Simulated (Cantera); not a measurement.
Input (Python, Cantera) and output of one run.

```python
import numpy as np
import cantera as ct

gas_names = """
    CL CL2 H HCL H2 Si SiCL SiCL2 SiCL3 SiCL4 SiH SiHCL3 SiH2 SiH2CL2 SiH3 SiH3CL SiH4 Si2 Si3
""".split()
cond_names = """
    Si(cr) Si(L)
""".split()


def load(file, names, dense=False):
    # The tables refer to 1 bar. Condensed volumes are neglected.
    table = {s.name: s for s in ct.Species.list_from_file(file)}
    out = []
    for n in names:
        d = dict(table[n].input_data)
        d["thermo"] = dict(d["thermo"], **{"reference-pressure": 1e5})
        if dense:
            d["equation-of-state"] = {"model": "constant-volume", "density": "1e6 g/cm^3"}
        out.append(ct.Species.from_dict(d))
    return out


gas = ct.Solution(thermo="ideal-gas", species=load("nasa_gas.yaml", gas_names))
cond = {s.name: ct.Solution(thermo="fixed-stoichiometry", species=[s], name=s.name)
        for s in load("nasa_condensed.yaml", cond_names, dense=True)}
atoms = {
    'Si3H8': {'Si': 3, 'H': 8},
    'HCl': {'H': 1, 'CL': 1},
    'H2': {'H': 2},
}
top_T = {}  # K; cautious upper limits of use, not melting points


def equilibrate(T, P, feed):
    n = {}
    for name, mol in feed.items():
        for a, k in atoms[name].items():
            n[a] = n.get(a, 0.0) + k * mol
    gas.TPX = T, P, n
    mass = sum(n.values()) * gas.mean_molecular_weight
    gas.equilibrate("TP")
    valid = [c for c in cond.values() if c.min_temp <= T <= top_T.get(c.name, c.max_temp)]
    mix = ct.Mixture([(gas, mass / gas.mean_molecular_weight)] + [(c, 0.0) for c in valid])
    mix.T, mix.P = T, P
    mix.equilibrate("TP", solver="vcs", rtol=1e-11, max_steps=5000)
    return mix


results = []
T = 898.15  # K
P = 1333.22  # Pa
for m in [27, 73, 120, 160, 210, 250, 300, 340, 390, 440, 480, 530, 570]:
    feed = {'Si3H8': 1, 'HCl': 0.74, 'H2': m}  # mol
    mix = equilibrate(T, P, feed)
    results.append((T, P, feed, dict(zip(mix.species_names, mix.species_moles))))
    x = sorted(zip(gas.X, gas.species_names), reverse=True)
    print(f"T = {T:g} K  P = {P:g} Pa  n(H2) = {m:g} mol  gas = {mix.phase_moles(0):.4g} mol")
    print("   x: " + "  ".join(f"{s} {v:.3e}" for v, s in x if v > 1e-06))
    print("   condensed (mol): " + ("  ".join(f"{mix.phase(i).name} {mix.phase_moles(i):.4g}"
          for i in range(1, mix.n_phases) if mix.phase_moles(i) > 1e-12) or "none"))
```

Result:

```
T = 898.15 K  P = 1333.22 Pa  n(H2) = 27 mol  gas = 31.59 mol
   x: H2 9.894e-01  HCL 5.703e-03  SiCL4 3.180e-03  SiHCL3 1.538e-03  SiH2CL2 7.036e-05  SiCL3 5.407e-05  SiCL2 4.445e-05
   condensed (mol): Si(cr) 2.846
T = 898.15 K  P = 1333.22 Pa  n(H2) = 73 mol  gas = 77.62 mol
   x: H2 9.943e-01  HCL 4.132e-03  SiCL4 8.680e-04  SiHCL3 5.822e-04  SiH2CL2 3.694e-05  SiCL2 2.322e-05  SiCL3 2.042e-05
   condensed (mol): Si(cr) 2.881
T = 898.15 K  P = 1333.22 Pa  n(H2) = 120 mol  gas = 124.6 mol
   x: H2 9.959e-01  HCL 3.364e-03  SiCL4 3.799e-04  SiHCL3 3.135e-04  SiH2CL2 2.448e-05  SiCL2 1.536e-05  SiCL3 1.099e-05
   condensed (mol): Si(cr) 2.907
T = 898.15 K  P = 1333.22 Pa  n(H2) = 160 mol  gas = 164.7 mol
   x: H2 9.966e-01  HCL 2.925e-03  SiCL4 2.170e-04  SiHCL3 2.061e-04  SiH2CL2 1.851e-05  SiCL2 1.161e-05  SiCL3 7.220e-06
   condensed (mol): Si(cr) 2.924
T = 898.15 K  P = 1333.22 Pa  n(H2) = 210 mol  gas = 214.7 mol
   x: H2 9.972e-01  HCL 2.518e-03  SiHCL3 1.314e-04  SiCL4 1.190e-04  SiH2CL2 1.372e-05  SiCL2 8.599e-06  SiCL3 4.601e-06
   condensed (mol): Si(cr) 2.94
T = 898.15 K  P = 1333.22 Pa  n(H2) = 250 mol  gas = 254.7 mol
   x: H2 9.975e-01  HCL 2.263e-03  SiHCL3 9.531e-05  SiCL4 7.756e-05  SiH2CL2 1.108e-05  SiCL2 6.942e-06  SiCL3 3.338e-06
   condensed (mol): Si(cr) 2.95
T = 898.15 K  P = 1333.22 Pa  n(H2) = 300 mol  gas = 304.7 mol
   x: H2 9.979e-01  HCL 2.004e-03  SiHCL3 6.617e-05  SiCL4 4.767e-05  SiH2CL2 8.688e-06  SiCL2 5.442e-06  SiCL3 2.317e-06
   condensed (mol): Si(cr) 2.96
T = 898.15 K  P = 1333.22 Pa  n(H2) = 340 mol  gas = 344.7 mol
   x: H2 9.981e-01  HCL 1.833e-03  SiHCL3 5.059e-05  SiCL4 3.332e-05  SiH2CL2 7.265e-06  SiCL2 4.550e-06  SiCL3 1.771e-06
   condensed (mol): Si(cr) 2.966
T = 898.15 K  P = 1333.22 Pa  n(H2) = 390 mol  gas = 394.7 mol
   x: H2 9.983e-01  HCL 1.652e-03  SiHCL3 3.707e-05  SiCL4 2.201e-05  SiH2CL2 5.906e-06  SiCL2 3.698e-06  SiCL3 1.298e-06
   condensed (mol): Si(cr) 2.972
T = 898.15 K  P = 1333.22 Pa  n(H2) = 440 mol  gas = 444.7 mol
   x: H2 9.984e-01  HCL 1.502e-03  SiHCL3 2.782e-05  SiCL4 1.501e-05  SiH2CL2 4.878e-06  SiCL2 3.054e-06
   condensed (mol): Si(cr) 2.977
T = 898.15 K  P = 1333.22 Pa  n(H2) = 480 mol  gas = 484.7 mol
   x: H2 9.986e-01  HCL 1.398e-03  SiHCL3 2.245e-05  SiCL4 1.127e-05  SiH2CL2 4.228e-06  SiCL2 2.647e-06
   condensed (mol): Si(cr) 2.98
T = 898.15 K  P = 1333.22 Pa  n(H2) = 530 mol  gas = 534.7 mol
   x: H2 9.987e-01  HCL 1.286e-03  SiHCL3 1.746e-05  SiCL4 8.062e-06  SiH2CL2 3.576e-06  SiCL2 2.238e-06
   condensed (mol): Si(cr) 2.983
T = 898.15 K  P = 1333.22 Pa  n(H2) = 570 mol  gas = 574.7 mol
   x: H2 9.988e-01  HCL 1.207e-03  SiHCL3 1.445e-05  SiCL4 6.267e-06  SiH2CL2 3.153e-06  SiCL2 1.973e-06
   condensed (mol): Si(cr) 2.985
```

These are equilibrium values from Cantera (NASA tables, ideal gas, pure condensed phases), not measurements of a reactor. The feed counts by its element totals alone. The tables' values for SiCl3 are old estimates; treat these amounts as uncertain.
